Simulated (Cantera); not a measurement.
Mixture: CH4 : H2 : O2 : N2 : H2O = 1 : 0.048 : 2.2 : 8.27 : 0.096 (molar parts), equivalence ratio 0.92, at 3.45 atm, adiabatic and at constant pressure. Ignition delay is the time to a rise of 400 K.

Detailed kinetics in Cantera: GRI-Mech 3.0 (53 species, 325 reactions).

Task: Predict: delay at 1300 K; delay at 1375 K; delay at 1450 K; delay at 1525 K; delay at 1600 K; delay at 1675 K; apparent activation energy between 1525 and 1675 K.

Result: 
| Quantity | Result |
|---|---|
| delay at 1300 K | 2.66 ms |
| delay at 1375 K | 1.20 ms |
| delay at 1450 K | 0.566 ms |
| delay at 1525 K | 0.279 ms |
| delay at 1600 K | 0.145 ms |
| delay at 1675 K | 80.1 µs |
| apparent activation energy between 1525 and 1675 K | 180 kJ/mol |
